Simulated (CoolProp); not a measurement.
Propylene along the isotherm 404.9 K: Z from the reference equation and from simpler models built on Tc = 364.2 K, pc = 4.555 MPa, ω = 0.146; each cubic takes its own stable root.

The numbers come from the reference Helmholtz-energy equation of state, Lemmon 2013 in CoolProp.

| p (MPa) | phase | reference | van der Waals | Redlich-Kwong | Soave-Redlich-Kwong | Peng-Robinson |
|---|---|---|---|---|---|---|
| 0.036 | gas | 0.9981 | 0.9982 | 0.9980 | 0.9981 | 0.9978 |
| 0.0608 | gas | 0.9967 | 0.9969 | 0.9967 | 0.9968 | 0.9963 |
| 0.103 | gas | 0.9944 | 0.9948 | 0.9943 | 0.9945 | 0.9937 |
| 0.173 | gas | 0.9906 | 0.9912 | 0.9905 | 0.9908 | 0.9895 |
| 0.292 | gas | 0.9841 | 0.9852 | 0.9838 | 0.9844 | 0.9822 |
| 0.493 | gas | 0.9730 | 0.9747 | 0.9726 | 0.9735 | 0.9698 |
| 0.832 | gas | 0.9540 | 0.9568 | 0.9532 | 0.9549 | 0.9487 |
| 1.4 | gas | 0.9214 | 0.9254 | 0.9199 | 0.9228 | 0.9127 |
| 2.37 | gas | 0.8628 | 0.8676 | 0.8599 | 0.8655 | 0.8489 |
| 4 | gas | 0.7539 | 0.7528 | 0.7478 | 0.7599 | 0.7343 |
| 6.75 | supercritical | 0.5282 | 0.4758 | 0.5211 | 0.5566 | 0.5251 |
| 11.4 | supercritical | 0.4327 | 0.5261 | 0.4729 | 0.4918 | 0.4520 |
